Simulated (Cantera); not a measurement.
# Si + SF6 + NF3 (silicon etching in halogen gases)

A closed system holds: 1 mol Si, 3.3 mol SF6, a varied amount of NF3, at 773 K and 0.250 bar.

Cantera equilibrium calculation (NASA polynomials, part measured and part estimated; ideal gas, pure solids and liquids). Candidate condensed phases: S, Si, Si3N4; 29 gas species. The tables' values for S2F2 (SSF2), SF3 are old estimates; treat these amounts as uncertain. Rates play no part.

| n(NF3) (mol) | x SF6 | x SF4 | x SiF4 | x NF3 | x N2 | x F2 |
|---|---|---|---|---|---|---|
| 0.6 | 0.479 | 0.238 | 0.217 | <1e-12 | 0.0652 | <1e-12 |
| 0.94 | 0.568 | 0.124 | 0.210 | <1e-12 | 0.0985 | <1e-12 |
| 1.3 | 0.657 | 0.0101 | 0.202 | <1e-12 | 0.131 | <1e-12 |
| 1.6 | 0.614 | <1e-12 | 0.186 | 0.0251 | 0.136 | 0.0358 |
| 2 | 0.558 | <1e-12 | 0.169 | 0.0662 | 0.136 | 0.0683 |
| 2.3 | 0.523 | <1e-12 | 0.158 | 0.0943 | 0.135 | 0.0866 |
| 2.6 | 0.492 | <1e-12 | 0.149 | 0.120 | 0.134 | 0.102 |
| 3 | 0.457 | <1e-12 | 0.138 | 0.150 | 0.132 | 0.119 |
x: gas mole fraction; nothing condenses.

From 0.6 mol NF3 to 3 mol NF3 nothing is condensed. The main Si-bearing gas is SiF4 throughout.
